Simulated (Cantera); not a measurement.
Cantera run:

```python
import numpy as np
import cantera as ct

gas_names = [...]  # 143 gases of nasa_gas.yaml made of C, Cl, F, H, Si
cond_names = """
    C(gr) C6H6(L) C7H8(L) C8H18(L),n-octa Si(cr) Si(L) SiC(b)
""".split()


# ... load() reads the species with a 1 bar reference pressure and builds the phases ...
atoms = {
    'c-C4F8': {'C': 4, 'F': 8},
    'Si': {'Si': 1},
    'H2': {'H': 2},
    'HCl': {'H': 1, 'CL': 1},
}
top_T = {'C(gr)': 4500, 'SiC(b)': 3050}  # K; cautious upper limits of use, not melting points


# ... equilibrate(T, P, feed) seeds the gas with the atoms and calls Mixture.equilibrate('TP', solver="gibbs", rtol=1e-10, max_steps=50000) ...
results = []
feed = {'c-C4F8': 1, 'Si': 0.035, 'H2': 0.22, 'HCl': 0.04}  # mol
P = 800  # Pa
for T in [1650, 1750, 1850, 1950, 2050, 2150, 2250, 2350, 2450, 2550, 2650]:
    mix = equilibrate(T, P, feed)
    results.append((T, P, feed, dict(zip(mix.species_names, mix.species_moles))))
    x = sorted(zip(gas.X, gas.species_names), reverse=True)
    print(f"T = {T:g} K  P = {P:g} Pa  gas = {mix.phase_moles(0):.4g} mol")
    print("   x: " + "  ".join(f"{s} {v:.3e}" for v, s in x if v > 0.0001))
    print("   condensed (mol): " + ("  ".join(f"{mix.phase(i).name} {mix.phase_moles(i):.4g}"
          for i in range(1, mix.n_phases) if mix.phase_moles(i) > 1e-12) or "none"))
```

It prints:

```
T = 1650 K  P = 800 Pa  gas = 2.404 mol
   x: CF4 7.653e-01  HF 1.993e-01  CL 1.571e-02  SiF4 1.456e-02  CF2 3.189e-03  F 6.935e-04  CF3 4.472e-04  HCL 4.228e-04  CCLF3 3.196e-04
   condensed (mol): C(gr) 2.151
T = 1750 K  P = 800 Pa  gas = 2.417 mol
   x: CF4 7.568e-01  HF 1.984e-01  CL 1.608e-02  SiF4 1.448e-02  CF2 1.009e-02  F 2.588e-03  CF3 1.137e-03  HCL 2.060e-04  CCLF3 1.878e-04
   condensed (mol): C(gr) 2.143
T = 1850 K  P = 800 Pa  gas = 2.451 mol
   x: CF4 7.349e-01  HF 1.958e-01  CF2 2.782e-02  CL 1.607e-02  SiF4 1.428e-02  F 8.336e-03  CF3 2.571e-03  CCLF3 1.126e-04  HCL 1.057e-04
   condensed (mol): C(gr) 2.124
T = 1950 K  P = 800 Pa  gas = 2.533 mol
   x: CF4 6.847e-01  HF 1.894e-01  CF2 6.744e-02  F 2.356e-02  CL 1.564e-02  SiF4 1.381e-02  CF3 5.166e-03
   condensed (mol): C(gr) 2.081
T = 2050 K  P = 800 Pa  gas = 2.721 mol
   x: CF4 5.851e-01  HF 1.764e-01  CF2 1.428e-01  F 5.880e-02  CL 1.461e-02  SiF4 1.286e-02  CF3 9.030e-03  CF 3.471e-04
   condensed (mol): C(gr) 1.994
T = 2150 K  P = 800 Pa  gas = 3.113 mol
   x: CF4 4.222e-01  CF2 2.565e-01  HF 1.542e-01  F 1.288e-01  CF3 1.304e-02  CL 1.280e-02  SiF4 1.124e-02  CF 1.187e-03
   condensed (mol): C(gr) 1.843
T = 2250 K  P = 800 Pa  gas = 3.826 mol
   x: CF2 3.700e-01  F 2.421e-01  CF4 2.252e-01  HF 1.255e-01  CF3 1.420e-02  CL 1.043e-02  SiF4 9.140e-03  CF 3.344e-03
   condensed (mol): C(gr) 1.656
T = 2350 K  P = 800 Pa  gas = 4.778 mol
   x: CF2 4.052e-01  F 3.823e-01  HF 1.004e-01  CF4 7.806e-02  CF3 1.067e-02  CL 8.357e-03  CF 7.625e-03  SiF4 7.308e-03
   condensed (mol): C(gr) 1.603
T = 2450 K  P = 800 Pa  gas = 5.617 mol
   x: F 5.163e-01  CF2 3.464e-01  HF 8.544e-02  CF4 1.831e-02  CF 1.441e-02  CL 7.113e-03  SiF4 6.194e-03  CF3 5.730e-03
   condensed (mol): C(gr) 1.837
T = 2550 K  P = 800 Pa  gas = 6.252 mol
   x: F 6.273e-01  CF2 2.539e-01  HF 7.673e-02  CF 2.381e-02  CL 6.391e-03  SiF4 5.509e-03  CF4 3.465e-03  CF3 2.523e-03  C3 1.332e-04
   condensed (mol): C(gr) 2.223
T = 2650 K  P = 800 Pa  gas = 6.766 mol
   x: F 7.099e-01  CF2 1.700e-01  HF 7.085e-02  CF 3.576e-02  CL 5.907e-03  SiF4 4.964e-03  CF3 9.970e-04  CF4 5.930e-04  C3 5.593e-04  SiF3 2.072e-04  C 1.454e-04
   condensed (mol): C(gr) 2.584
```

Cantera equilibrium calculation (NASA polynomials, part measured and part estimated; ideal gas, pure solids and liquids). The feed counts by its element totals alone. The tables' values for SiF3 are old estimates; treat these amounts as uncertain. Gases not in the tables: C2F6 and larger saturated fluorocarbons.
